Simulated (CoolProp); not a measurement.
Vapour-liquid equilibrium of propylene (1) + acetone (2) at 411 kPa; x and y are mole fractions of (1).

Model: multi-fluid Helmholtz-energy mixture model, Lemmon 2013 and Lemmon 2006; pair parameters Bell 2016, in CoolProp.

Give the bubble temperature and the first vapour's composition at x = 0.35, 0.65, 0.8. Is there an azeotrope?

x = 0.35: 3.7 °C, y = 0.976; x = 0.65: -4.1 °C, y = 0.986; x = 0.8: -6.4 °C, y = 0.990. No azeotrope shows between x = 0.05 and 0.95.

Pair parameters are fitted to limited data, so mixtures are less certain than the pure fluids. With so large a gap from Raoult's law the liquid may split in two, which this calculation doesn't test in full.
